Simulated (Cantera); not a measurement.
Cantera with NASA thermochemical tables; ideal gases at 1 bar, condensed phases pure. Values are per mole of reaction as written; species without (g) are pure solids or liquids, kept so even where they would boil at 1 bar.

Zr + 2 H₂O(g) → ZrO₂(g) + 4 H(g), with ΔH° = 1069.5 kJ and ΔS° = 316.3 J/K at 300 K.

Question: How far is the shortcut ΔG° ≈ ΔH°(300 K) − T·ΔS°(300 K) from the full temperature-dependent value at 1323, 1373, 1423, 1473, 1523, 1573, 1623, 1673, 1723 K?

Answer: 
```csv
T (K),shortcut (kJ),full (kJ),difference (kJ),difference in log10 K,condensed phases
1323,651.0,618.3,32.8,-1.29,Zr(β)
1373,635.2,600.2,35.1,-1.33,Zr(β)
1423,619.4,582.0,37.4,-1.37,Zr(β)
1473,603.6,563.8,39.7,-1.41,Zr(β)
1523,587.8,545.6,42.1,-1.44,Zr(β)
1573,572.0,527.4,44.5,-1.48,Zr(β)
1623,556.1,509.2,47.0,-1.51,Zr(β)
1673,540.3,490.9,49.4,-1.54,Zr(β)
1723,524.5,472.6,51.9,-1.57,Zr(β)
```
The shortcut ignores heat capacities and the phase changes listed.
